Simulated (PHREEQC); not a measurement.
Make-up at 25 °C: 0.056 mol CsOH per kg of water. It is in equilibrium with CO2 at log p = -3.5 (atm). Otherwise closed; pH follows from the charge balance.

Model: ion-association model, wateq4f.dat, run in PHREEQC.

This is a speciation only: nothing precipitates in the calculation.

Question: Predict the pH.

Answer: pH 9.70.

Question: In which forms is C present?

Answer: HCO3- 69 %, CO3-2 31 % of the C.
